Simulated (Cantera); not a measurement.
An isothermal, constant-pressure homogeneous reactor starts with 0.924 % CH4, 97.2 % H2, 1.85 % CO2, at 2925 K and 100.0 Torr.

Cantera simulation using GRI-Mech 3.0 (53 species, 325 reactions); the numbers are that mechanism's predictions, not measurements.

x: mole fraction; the columns are a selection and need not sum to one.

```json
[
 {"t (s)": "5.00e-6", "x CH4": "0.00841", "x H2": "0.968", "x CO2": "0.0182", "x C2H6": "5.34e-8", "x O": "5.72e-8", "x CH3": "0.000790"},
 {"t (s)": "2.20e-5", "x CH4": "0.00683", "x H2": "0.953", "x CO2": "0.0150", "x C2H6": "2.63e-7", "x O": "4.82e-7", "x CH3": "0.00212"},
 {"t (s)": "9.68e-5", "x CH4": "[?]", "x H2": "0.908", "x CO2": "[?]", "x C2H6": "[?]", "x O": "[?]", "x CH3": "[?]"},
 {"t (s)": "0.000426", "x CH4": "[?]", "x H2": "0.878", "x CO2": "[?]", "x C2H6": "[?]", "x O": "[?]", "x CH3": "[?]"},
 {"t (s)": "0.00188", "x CH4": "1.13e-5", "x H2": "0.825", "x CO2": "3.42e-5", "x C2H6": "5.45e-12", "x O": "4.62e-5", "x CH3": "3.14e-5"},
 {"t (s)": "0.00826", "x CH4": "3.24e-11", "x H2": "0.718", "x CO2": "3.19e-5", "x C2H6": "<1e-12", "x O": "0.000163", "x CH3": "1.81e-10"},
 {"t (s)": "0.0363", "x CH4": "1.61e-11", "x H2": "0.684", "x CO2": "3.13e-5", "x C2H6": "<1e-12", "x O": "0.000222", "x CH3": "1.08e-10"},
 {"t (s)": "0.160", "x CH4": "1.61e-11", "x H2": "0.684", "x CO2": "3.13e-5", "x C2H6": "<1e-12", "x O": "0.000222", "x CH3": "1.08e-10"},
 {"t (s)": "0.704", "x CH4": "1.61e-11", "x H2": "0.684", "x CO2": "3.13e-5", "x C2H6": "<1e-12", "x O": "0.000222", "x CH3": "1.08e-10"},
 {"t (s)": "3.10", "x CH4": "1.61e-11", "x H2": "0.684", "x CO2": "3.13e-5", "x C2H6": "<1e-12", "x O": "0.000222", "x CH3": "1.08e-10"},
 {"t (s)": "13.6", "x CH4": "1.61e-11", "x H2": "0.684", "x CO2": "3.13e-5", "x C2H6": "<1e-12", "x O": "0.000222", "x CH3": "1.08e-10"},
 {"t (s)": "60.0", "x CH4": "1.61e-11", "x H2": "0.684", "x CO2": "3.13e-5", "x C2H6": "<1e-12", "x O": "0.000222", "x CH3": "1.08e-10"}
]
```

Fill in the missing entries.


- 9.68e-5, x CH4: 0.00265
- 9.68e-5, x CO2: 0.000874
- 9.68e-5, x C2H6: 1.32e-7
- 9.68e-5, x O: 9.55e-6
- 9.68e-5, x CH3: 0.00242
- 0.000426, x CH4: 0.000260
- 0.000426, x CO2: 4.49e-5
- 0.000426, x C2H6: 1.97e-9
- 0.000426, x O: 2.44e-5
- 0.000426, x CH3: 0.000409
